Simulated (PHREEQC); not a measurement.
Buffer: speciation

Dissolve 35 mmol/kgw NH4Cl, 0.31 mmol/kgw Na2CO3 and 17 mmol/kgw NaCl at 20 °C. Closed to the air; pH follows from the charge balance.

Equilibrium calculation in PHREEQC: ion-association model, phreeqc.dat.

* **pH**: 7.48
* **ionic strength**: 0.0523 mol/kgw
* **specific conductance**: 5740 µS/cm
* **density**: 1.000 g/cm³
* **total alkalinity**: 0.620 meq/kg

```
species  molality  activity   log γ
-------  --------  --------  ------
Cl-        0.0520    0.0423  -0.090
NH4+       0.0347    0.0277  -0.097
Na+        0.0176    0.0145  -0.084
NH3      0.000328  0.000332   0.005
HCO3-    0.000288  0.000239  -0.082
CO2       1.89e-5   1.91e-5   0.005
NaHCO3    1.98e-6   2.00e-6   0.005
CO3-2     6.46e-7   3.03e-7  -0.329
OH-       2.54e-7   2.06e-7  -0.092
NaCO3-    7.71e-8   6.33e-8  -0.086
H+        3.89e-8   3.32e-8  -0.069
```

Precipitation was switched off in this run. Species that the database lacks are ignored.
